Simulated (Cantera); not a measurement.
Transport properties of process gases

Gas mixture: 10.9 % N₂, 36.3 % CO₂, 35.9 % CO, 16.8 % H₂O, at 9.57 atm, frozen composition.

Cantera's kinetic-theory transport with the Lennard-Jones parameters of GRI-Mech 3.0, ideal gas; thermal conductivity in the multicomponent form. Polar gases are described roughly by these parameters.

```json
[
 {"T (K)": "400", "ρ (kg/m³)": "9.38", "cp (J/kg/K)": "1074", "μ (µPa s)": "20.0", "λ (mW/m/K)": "31.0", "Pr": "0.693", "D (cm²/s) N₂": "0.0328", "D (cm²/s) CO₂": "0.0282", "D (cm²/s) NH₃": "0.0347"},
 {"T (K)": "500", "ρ (kg/m³)": "7.50", "cp (J/kg/K)": "1122", "μ (µPa s)": "24.0", "λ (mW/m/K)": "38.9", "Pr": "0.694", "D (cm²/s) N₂": "0.0486", "D (cm²/s) CO₂": "0.0424", "D (cm²/s) NH₃": "0.0533"},
 {"T (K)": "600", "ρ (kg/m³)": "6.25", "cp (J/kg/K)": "1167", "μ (µPa s)": "27.8", "λ (mW/m/K)": "46.7", "Pr": "0.695", "D (cm²/s) N₂": "0.0667", "D (cm²/s) CO₂": "0.0587", "D (cm²/s) NH₃": "0.0751"},
 {"T (K)": "700", "ρ (kg/m³)": "5.36", "cp (J/kg/K)": "1209", "μ (µPa s)": "31.3", "λ (mW/m/K)": "54.3", "Pr": "0.696", "D (cm²/s) N₂": "0.0870", "D (cm²/s) CO₂": "0.0770", "D (cm²/s) NH₃": "0.0999"},
 {"T (K)": "800", "ρ (kg/m³)": "4.69", "cp (J/kg/K)": "1247", "μ (µPa s)": "34.6", "λ (mW/m/K)": "61.9", "Pr": "0.696", "D (cm²/s) N₂": "0.109", "D (cm²/s) CO₂": "0.0973", "D (cm²/s) NH₃": "0.127"},
 {"T (K)": "900", "ρ (kg/m³)": "4.17", "cp (J/kg/K)": "1282", "μ (µPa s)": "37.7", "λ (mW/m/K)": "69.4", "Pr": "0.696", "D (cm²/s) N₂": "0.133", "D (cm²/s) CO₂": "0.119", "D (cm²/s) NH₃": "0.158"},
 {"T (K)": "1000", "ρ (kg/m³)": "3.75", "cp (J/kg/K)": "1312", "μ (µPa s)": "40.7", "λ (mW/m/K)": "76.7", "Pr": "0.697", "D (cm²/s) N₂": "0.159", "D (cm²/s) CO₂": "0.143", "D (cm²/s) NH₃": "0.190"},
 {"T (K)": "1100", "ρ (kg/m³)": "3.41", "cp (J/kg/K)": "1338", "μ (µPa s)": "43.6", "λ (mW/m/K)": "83.8", "Pr": "0.696", "D (cm²/s) N₂": "0.187", "D (cm²/s) CO₂": "0.168", "D (cm²/s) NH₃": "0.225"}
]
```
D: mixture-averaged diffusion coefficient of that species in the mixture.
